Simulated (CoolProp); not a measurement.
Vapour-liquid equilibrium of CH2F2 (R32) (1) + R143a (2) at 178.4 K; x and y are mole fractions of (1).

The numbers come from the multi-fluid Helmholtz-energy mixture model, Tillner-Roth 1997 and Lemmon and Jacobsen 2000; pair parameters Bell 2016 in CoolProp.

```json
[
 {"x": "0.05", "bubble pressure, mixture model (MPa)": "…", "bubble pressure, Raoult's law (MPa)": "0.005249", "y, mixture model": "…", "y, Raoult's law": "0.057"},
 {"x": "0.2", "bubble pressure, mixture model (MPa)": "0.006056", "bubble pressure, Raoult's law (MPa)": "0.005371", "y, mixture model": "0.297", "y, Raoult's law": "0.224"},
 {"x": "0.35", "bubble pressure, mixture model (MPa)": "0.006419", "bubble pressure, Raoult's law (MPa)": "0.005493", "y, mixture model": "…", "y, Raoult's law": "0.384"},
 {"x": "0.5", "bubble pressure, mixture model (MPa)": "0.006612", "bubble pressure, Raoult's law (MPa)": "0.005615", "y, mixture model": "0.545", "y, Raoult's law": "0.536"},
 {"x": "0.65", "bubble pressure, mixture model (MPa)": "0.006666", "bubble pressure, Raoult's law (MPa)": "0.005737", "y, mixture model": "0.645", "y, Raoult's law": "0.682"},
 {"x": "0.8", "bubble pressure, mixture model (MPa)": "0.006567", "bubble pressure, Raoult's law (MPa)": "0.005859", "y, mixture model": "…", "y, Raoult's law": "0.822"},
 {"x": "0.95", "bubble pressure, mixture model (MPa)": "…", "bubble pressure, Raoult's law (MPa)": "0.005980", "y, mixture model": "…", "y, Raoult's law": "0.956"}
]
```

Q: Fill in the missing entries.

A: 
- 0.05, bubble pressure, mixture model (MPa): 0.005467
- 0.05, y, mixture model: 0.094
- 0.35, y, mixture model: 0.436
- 0.8, y, mixture model: 0.758
- 0.95, bubble pressure, mixture model (MPa): 0.006225
- 0.95, y, mixture model: 0.921

The largest gap from Raoult's law is +17.8 % in bubble pressure, at x = 0.5. y crosses x between x = 0.5 and 0.65: the model has an azeotrope there.

Pair parameters are fitted to limited data, so mixtures are less certain than the pure fluids.
